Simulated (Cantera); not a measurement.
Input: 1 mol SiH2Cl2, 14 mol N2, at 2.40 mbar.

Cantera equilibrium calculation (NASA polynomials, part measured and part estimated; ideal gas, pure solids and liquids). Candidate condensed phases: NH4Cl, Si, Si3N4; 28 gas species. N2 is the only nitrogen source here; it is nearly inert below about 1500 K, so the nitride shown seldom forms there in practice. The numbers say what is thermodynamically allowed, not how fast it happens.

Problem. What share of the Si ends up in condensed phases as a function of T (°C), at 550, 600, 650, 700, 750, 800, 850, 900, 950?

Solution. 
```
T (°C)  Si condensed (%)        as
------  ----------------  --------
550                 82.8  Si3N4(s)
600                 83.7  Si3N4(s)
650                 84.6  Si3N4(s)
700                 85.3  Si3N4(s)
750                 85.9  Si3N4(s)
800                 86.3  Si3N4(s)
850                 86.6  Si3N4(s)
900                 86.6  Si3N4(s)
950                 85.9  Si3N4(s)
```
